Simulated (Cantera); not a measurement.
An isothermal, constant-pressure homogeneous reactor starts with NH3 : N2 = 1 : 23 (molar parts), at 1723 K and 1280 Torr. Integrator tolerance rtol = 1e-08.

Computed with Cantera and the gas-phase N/H chemistry of the illustrative SiF4/NH3 mechanism in the Surface Chemkin manual (1991). Walls and surfaces, which speed up NH3 decomposition in real reactors, are not modelled.

Q: What does this change do: pressure from 1280 Torr to 20.0 Torr?

A: 
```json
[
 {"quantity": "x(NH3) at 200 s", "before": "3.86e-5 (gas-phase equilibrium 8.28e-7)", "after": "2.40e-5 (gas-phase equilibrium 1.29e-8)"},
 {"quantity": "x(H2) at 200 s", "before": "0.0599 (gas-phase equilibrium 0.0600)", "after": "0.0598 (gas-phase equilibrium 0.0599)"},
 {"quantity": "x(N2) at 200 s", "before": "0.940 (gas-phase equilibrium 0.940)", "after": "0.940 (gas-phase equilibrium 0.940)"},
 {"quantity": "x(H) at 200 s", "before": "3.45e-5 (gas-phase equilibrium 3.45e-5)", "after": "0.000219 (gas-phase equilibrium 0.000275)"},
 {"quantity": "x(N2H4) at 200 s", "before": "<1e-12 (gas-phase equilibrium <1e-12)", "after": "<1e-12 (gas-phase equilibrium <1e-12)"},
 {"quantity": "x(N2H2) at 200 s", "before": "<1e-12 (gas-phase equilibrium <1e-12)", "after": "1.02e-11 (gas-phase equilibrium <1e-12)"},
 {"quantity": "x(NH) at 200 s", "before": "1.84e-9 (gas-phase equilibrium 3.94e-11)", "after": "4.64e-8 (gas-phase equilibrium 3.94e-11)"}
]
```
